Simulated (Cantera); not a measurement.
Input: 1 mol Al, 1.5 mol Cl2, 42 mol H2, at 800 K and 1.33 mbar.

These are equilibrium values from Cantera (NASA tables, ideal gas, pure condensed phases), not measurements of a reactor. Candidate condensed phases: Al, AlCl3; 12 gas species. The tables' values for AlCl2 are old estimates; treat these amounts as uncertain. The numbers say what is thermodynamically allowed, not how fast it happens.

Base state: H2 0.977, AlCl3 0.0232, HCl 4.45e-5, AlCl2 1.63e-5, AlCl 1.41e-5 (mole fractions); condensed: gas only.

Problem. What changes in the equilibrium state with this change: temperature from 800 K to 1050 K?

Solution. 
```json
[
 {"species": "H2", "before": "0.977", "after": "0.974"},
 {"species": "AlCl3", "before": "0.0232", "after": "0.0218"},
 {"species": "HCl", "before": "4.45e-5", "after": "0.00236"},
 {"species": "AlCl", "before": "1.41e-5", "after": "0.000944"},
 {"species": "AlCl2", "before": "1.63e-5", "after": "0.000477"}
]
```

Problem. What changes in the equilibrium state with this change: temperature from 800 K to 1323 K?

Solution. 
```tsv
species	before	after
H2	0.977	0.952
HCl	4.45e-5	0.0245
AlCl	1.41e-5	0.0110
AlCl3	0.0232	0.00945
H	<1e-9	4.24e-5
AlCl2	1.63e-5	0.00250
```
